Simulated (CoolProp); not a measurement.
Saturation properties of o-xylene (Tc = 357.1 °C, pc = 37.37 bar, ω = 0.312).

Model: reference Helmholtz-energy equation of state, Zhou 2012, in CoolProp.

```
T (°C)     p (bar)  vapour density (kg/m³)  enthalpy of vaporisation (kJ/kg)
------  ----------  ----------------------  --------------------------------
159.75       1.497                   4.706                             332.9
173.65       2.074                   6.419                             323.7
187.55       2.810                   8.590                             314.0
201.35       3.723                   11.29                        (withheld)
215.25       4.856                   14.66                             293.0
229.15       6.232                   18.83                        (withheld)
243.05       7.883                   23.95                             269.0
256.95       9.845                   30.27                             255.5
270.85       12.15              (withheld)                             240.6
284.75  (withheld)                   47.93                             224.0
298.65       17.99                   60.52                        (withheld)
312.45       21.59                   77.06                             182.4
326.35       25.77                   100.5                        (withheld)
```

Question: What belongs in the gaps?

Answer: 
- 201.35, enthalpy of vaporisation (kJ/kg): 303.9
- 229.15, enthalpy of vaporisation (kJ/kg): 281.5
- 270.85, vapour density (kg/m³): 38.11
- 284.75, p (bar): 14.85
- 298.65, enthalpy of vaporisation (kJ/kg): 204.9
- 326.35, enthalpy of vaporisation (kJ/kg): 154.2

It boils at 144.4 °C under 1 atm.
